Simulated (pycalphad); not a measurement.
Computed with pycalphad from the COST 507 light-alloy database (1999), at 1 atm. These are 1990s assessments: newer ones move some temperatures and phases.

## Si-3Al (at.%): equilibrium cooling sequence

```tsv
T (K)	phases above	phases below
1672.8	LIQUID	DIAMOND_A4 + LIQUID
850.1	DIAMOND_A4 + LIQUID	DIAMOND_A4 + FCC_A1
```

Changes were sought between steps of 40 K, so a narrower field can be missed.

FCC_A1 is fcc; DIAMOND_A4 is diamond (Si).
